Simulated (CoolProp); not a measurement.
n-pentane along the isotherm 489 K: density (kg/m³) from the reference equation and from simpler models built on Tc = 469.7 K, pc = 3368 kPa, ω = 0.251; each cubic takes its own stable root.

Values from CoolProp's reference Helmholtz-energy equation of state, Thol 2019.

```tsv
p (kPa)	phase	reference
421	gas	7.768
842	gas	16.21
1260	gas	25.43
1680	gas	35.77
2100	gas	47.52
2530	gas	61.64
2950	gas	78.52
3370	supercritical	100.7
3790	supercritical	134.1
4210	supercritical	196.2
4630	supercritical	271.1
5050	supercritical	310.4
```

Q: How far does each simpler model (ideal gas, van der Waals, Redlich-Kwong, Soave-Redlich-Kwong) lie from the reference over these 12 states: mean and median of the absolute difference, and the worst?

A: 
- ideal gas: mean 34.6 %, median 30.2 %, worst -71.1 % at 489 K and 5050 kPa
- van der Waals: mean 4.9 %, median 2.1 %, worst -22.0 % at 489 K and 5050 kPa
- Redlich-Kwong: mean 2.4 %, median 0.4 %, worst -13.3 % at 489 K and 5050 kPa
- Soave-Redlich-Kwong: mean 4.6 %, median 1.0 %, worst -18.0 % at 489 K and 5050 kPa
